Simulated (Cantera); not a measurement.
A Cantera script and what it prints.

```python
import numpy as np
import cantera as ct

gas_names = [...]  # 113 gases of nasa_gas.yaml made of C, Cu, H, O
cond_names = """
    C(gr) C6H6(L) C7H8(L) C8H18(L),n-octa Cu(cr) Cu(L) CuO(s) CuO2H2(s) Cu2O(s) Cu2O(L) H2O(s) H2O(L)
""".split()


# ... load() reads the species with a 1 bar reference pressure and builds the phases ...
atoms = {
    'Cu': {'Cu': 1},
    'CO2': {'C': 1, 'O': 2},
    'H2': {'H': 2},
}
top_T = {'C(gr)': 4500, 'CuO(s)': 1390}  # K; cautious upper limits of use, not melting points


# ... equilibrate(T, P, feed) seeds the gas with the atoms and calls Mixture.equilibrate('TP', solver="vcs", rtol=1e-11, max_steps=5000) ...
results = []
feed = {'Cu': 1, 'CO2': 0.011, 'H2': 13}  # mol
P = 50  # Pa
for T in [1125, 1175, 1225, 1275, 1325, 1375, 1425, 1475, 1525, 1575]:
    mix = equilibrate(T, P, feed)
    results.append((T, P, feed, dict(zip(mix.species_names, mix.species_moles))))

top = {s: max(r[3][s] / sum(r[3][g] for g in gas_names) for r in results) for s in gas_names}
cols = sorted((s for s in top if top[s] > 0.001), key=lambda s: -top[s])[:9]
seen = [c for c in cond_names if any(r[3].get(c, 0) > 1e-12 for r in results)]
print("log10 of partial pressures in bar; condensed amounts in mol")
print(f"{'T/K':>10s}" + "".join(f"{s[:9]:>10s}" for s in cols + seen))
for T, P, feed, n in results:
    ng = sum(n[g] for g in gas_names)
    print(f"{T:10.4g}" + "".join(f"{np.log10(max(n[s] / ng * P / 1e5, 1e-99)):10.3f}" for s in cols)
          + "".join(f"{n.get(c, 0):10.4g}" for c in seen))
```

Result:

```
log10 of partial pressures in bar; condensed amounts in mol
       T/K        H2        Cu         H    Cu(cr)     Cu(L)
      1125    -3.302    -8.874    -9.003         1         0
      1175    -3.302    -8.218    -8.562    0.9998         0
      1225    -3.302    -7.616    -8.157    0.9994         0
      1275    -3.302    -7.063    -7.783    0.9977         0
      1325    -3.302    -6.552    -7.437    0.9927         0
      1375    -3.303    -6.085    -7.116         0    0.9785
      1425    -3.304    -5.663    -6.818         0    0.9432
      1475    -3.307    -5.271    -6.540         0    0.8589
      1525    -3.313    -4.905    -6.283         0    0.6675
      1575    -3.327    -4.563    -6.045         0    0.2458
```

These are equilibrium values from Cantera (NASA tables, ideal gas, pure condensed phases), not measurements of a reactor.
